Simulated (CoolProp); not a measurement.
Vapour-liquid equilibrium of R22 (1) + R115 (2) at -46.25 °C; x and y are mole fractions of (1).

Computed with CoolProp (multi-fluid Helmholtz-energy mixture model, Kamei 1995 and Lemmon 2016; pair parameters Bell 2016).

```tsv
x	bubble pressure (kPa)	y at the bubble point	dew pressure at overall composition x (kPa)	liquid density (mol/L)
0.05	80.95	0.134	75.95	?
0.2	91.97	0.318	85.00	10.97
0.35	95.45	0.406	?	11.70
0.5	96.03	0.483	95.86	12.55
0.65	94.18	?	91.70	13.54
0.8	89.31	0.712	?	14.68
0.95	81.23	0.914	79.83	15.99
```

### Question
What belongs in the gaps?

### Answer

- 0.05, liquid density (mol/L): 10.35
- 0.35, dew pressure at overall composition x (kPa): 93.52
- 0.65, y at the bubble point: 0.577
- 0.8, dew pressure at overall composition x (kPa): 85.75

y crosses x between x = 0.35 and 0.5: the model has an azeotrope there.

The pair parameters rest on a limited set of measurements; away from them the model extrapolates.
